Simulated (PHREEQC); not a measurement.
Make-up at 25 °C: 0.024 mol/kgw LiOH, 0.014 mol/kgw CO2 and 0.3 mol/kgw (CH3)4NCl. Closed to the air; pH follows from the charge balance.

Model: ion-association model, wateq4f.dat, run in PHREEQC.

| Item | Result |
|---|---|
| pH | 10.25 |
| ionic strength | 0.334 mol/kgw |
| activity of water | 0.989 |
| total alkalinity | 24.0 meq/kg |

```csv
species,molality,activity,log γ
Cl-,0.300,0.202,-0.172
(CH3)4N+,0.300,0.204,-0.167
Li+,0.0240,0.0175,-0.138
CO3-2,0.00974,0.00255,-0.582
HCO3-,0.00426,0.00305,-0.146
OH-,0.000265,0.000176,-0.177
CO2,3.60e-7,3.89e-7,0.033
```

No solid was allowed to form. (CH3)4N+ isn't in the database: it is added as a free cation with an ion size of 4 Å.
